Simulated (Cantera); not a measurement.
Equilibrium for nitride etching: BN + H2O + H2

Feed: 1 mol BN, 4.3 mol H2O, 0.51 mol H2, equilibrated at 1.00 bar.

Equilibrium computed with Cantera from the NASA thermochemical tables; the gas is ideal and each condensed phase is pure. Candidate condensed phases: B, BN, B2O3, B3O3H3, H2O; 39 gas species. Gases not in the tables: H3BO3. Equilibrium is a limit: real reactors are often held back by kinetics, nucleation or transport.

```csv
T (K),x H2O,x H2,x N2,x (HBO2)3,n B2O3(l)
923,0.508,0.381,0.0949,0.0153,0.379
973,0.513,0.381,0.0947,0.0118,0.407
1023,0.516,0.380,0.0946,0.00921,0.427
1073,0.518,0.380,0.0945,0.00734,0.442
1123,0.520,0.380,0.0944,0.00594,0.452
1173,0.521,0.379,0.0944,0.00487,0.460
1223,0.522,0.379,0.0943,0.00405,0.466
1273,0.522,0.379,0.0942,0.00340,0.469
1323,0.522,0.379,0.0942,0.00288,0.469
1373,0.520,0.378,0.0940,0.00246,0.467
1423,0.518,0.377,0.0939,0.00212,0.460
```
x: gas mole fraction; n: condensed amount in mol.

From 923 K to 1423 K the condensed part is B2O3(l). The share of B in condensed phases is highest at 1323 K (93.9 %) and lowest at 923 K (75.8 %).
